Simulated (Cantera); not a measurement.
## Si + Br2 + H2 (silicon etching in halogen gases)

A closed system holds: 1 mol Si, 5.3 mol Br2, 82 mol H2, at 2.60 Pa.

Method: chemical equilibrium by Gibbs-energy minimisation in Cantera with the NASA 1993 tables (ideal gas, pure condensed phases). Candidate condensed phases: Br2, Si; 19 gas species. The tables' values for SiBr3, SiBr are old estimates; treat these amounts as uncertain. Equilibrium is a limit: real reactors are often held back by kinetics, nucleation or transport.

From 773 K to 1423 K nothing is condensed. The main Si-bearing gas is SiBr4 at 773 K and SiBr2 at 1423 K.

```tsv
T (K)	log p H2	log p HBr	log p Br	log p SiBr4	log p SiBr2	log p H	log p SiBr3
773	-4.63	-5.70	-11.13	-6.52	-9.59	-14.35	-9.74
823	-4.63	-5.70	-10.50	-6.53	-8.45	-13.45	-9.04
873	-4.63	-5.69	-9.94	-6.58	-7.50	-12.64	-8.48
923	-4.63	-5.65	-9.41	-6.80	-6.89	-11.93	-8.18
973	-4.63	-5.61	-8.93	-7.27	-6.63	-11.28	-8.19
1023	-4.64	-5.60	-8.52	-7.90	-6.55	-10.70	-8.38
1073	-4.64	-5.59	-8.15	-8.53	-6.53	-10.17	-8.62
1123	-4.64	-5.59	-7.82	-9.13	-6.53	-9.69	-8.84
1173	-4.64	-5.60	-7.52	-9.68	-6.53	-9.25	-9.05
1223	-4.64	-5.60	-7.25	-10.19	-6.53	-8.84	-9.25
1273	-4.64	-5.61	-7.00	-10.67	-6.53	-8.46	-9.44
1323	-4.64	-5.62	-6.77	-11.13	-6.53	-8.12	-9.61
1373	-4.64	-5.64	-6.57	-11.56	-6.53	-7.80	-9.79
1423	-4.64	-5.67	-6.39	-11.98	-6.54	-7.50	-9.96
```
log p: log10 of the partial pressure in bar; nothing condenses.
